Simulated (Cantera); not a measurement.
Input: 1 mol Si, 0.61 mol Cl2, 9.6 mol H2, held at 1 atm.

Cantera equilibrium calculation (NASA polynomials, part measured and part estimated; ideal gas, pure solids and liquids). Candidate condensed phases: Si; 19 gas species. Kinetics and transport are ignored.

Over these rows the condensed part is Si(s). Partial pressures as log10 of bar:

```json
[
 {"T (K)": "1023", "1000/T (1/K)": "0.9775", "log p SiCl2": "-3.81", "log p H2": "-0.01", "log p HCl": "-2.04", "log p SiCl4": "-1.78", "log p SiHCl3": "-1.83"},
 {"T (K)": "1098", "1000/T (1/K)": "0.9107", "log p SiCl2": "-3.28", "log p H2": "-0.02", "log p HCl": "-1.80", "log p SiCl4": "-1.81", "log p SiHCl3": "-1.86"},
 {"T (K)": "1173", "1000/T (1/K)": "0.8525", "log p SiCl2": "?", "log p H2": "-0.02", "log p HCl": "-1.60", "log p SiCl4": "-1.87", "log p SiHCl3": "-1.92"},
 {"T (K)": "1248", "1000/T (1/K)": "0.8013", "log p SiCl2": "-2.47", "log p H2": "-0.02", "log p HCl": "-1.44", "log p SiCl4": "-1.98", "log p SiHCl3": "-2.01"},
 {"T (K)": "1323", "1000/T (1/K)": "0.7559", "log p SiCl2": "-2.18", "log p H2": "-0.03", "log p HCl": "-1.32", "log p SiCl4": "-2.14", "log p SiHCl3": "-2.14"},
 {"T (K)": "1398", "1000/T (1/K)": "0.7153", "log p SiCl2": "-1.97", "log p H2": "-0.03", "log p HCl": "-1.23", "log p SiCl4": "-2.37", "log p SiHCl3": "-2.32"}
]
```

Task: Fit log p(SiCl2) = a + b·(1000/T) to the five rows, give the apparent enthalpy, and predict the row at 1173 K.

Result: Means: 1000/T = 0.8321, log p = -2.742. Sxy = -0.338946, Sxx = 0.0477164, so b = -7.10 and a = -2.742 − (-7.10)×0.8321 = 3.17.
Apparent enthalpy: −19.145 × (-7.10) = 136 kJ/mol. With the condensed phases at unit activity, 1/2 Si(s) + 1/2 SiCl4(g) = SiCl2(g) links this pressure to the main gases: over the six rows their terms move log p by -0.30 in all, so the slope isn't that reaction's ΔH° alone. The five rows lie within 0.06 of the line.
Prediction at 1173 K: 3.17 + (-7.10)×0.8525 = -2.88. The computed value is -2.83, 0.05 from the line.
